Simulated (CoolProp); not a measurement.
Vapour-liquid equilibrium of propylene (1) + R22 (2) at 255 kPa; x and y are mole fractions of (1).

Values from CoolProp's multi-fluid Helmholtz-energy mixture model, Lemmon 2013 and Kamei 1995; pair parameters Bell 2016.

| x | bubble temperature, mixture model (°C) | bubble temperature, Raoult's law (°C) | y, mixture model | y, Raoult's law |
|---|---|---|---|---|
| 0.05 | -19.9 | -19.3 | 0.081 | 0.061 |
| 0.125 | -21.1 | -19.8 | 0.185 | 0.151 |
| 0.2 | -22.1 | -20.2 | 0.275 | 0.238 |
| 0.275 | -22.9 | -20.7 | 0.354 | 0.321 |
| 0.35 | -23.6 | -21.2 | 0.426 | 0.402 |
| 0.425 | -24.1 | -21.6 | 0.492 | 0.481 |
| 0.5 | -24.6 | -22.1 | 0.554 | 0.556 |
| 0.575 | -24.9 | -22.5 | 0.615 | 0.630 |
| 0.65 | -25.2 | -23.0 | 0.676 | 0.700 |
| 0.725 | -25.3 | -23.4 | 0.737 | 0.769 |
| 0.8 | -25.4 | -23.9 | 0.802 | 0.835 |
| 0.875 | -25.4 | -24.3 | 0.870 | 0.898 |
| 0.95 | -25.2 | -24.7 | 0.945 | 0.960 |

The largest gap from Raoult's law is -2.5 K in bubble temperature, at x = 0.425. y crosses x between x = 0.8 and 0.875: the model has an azeotrope there.

Pair parameters are fitted to limited data, so mixtures are less certain than the pure fluids.
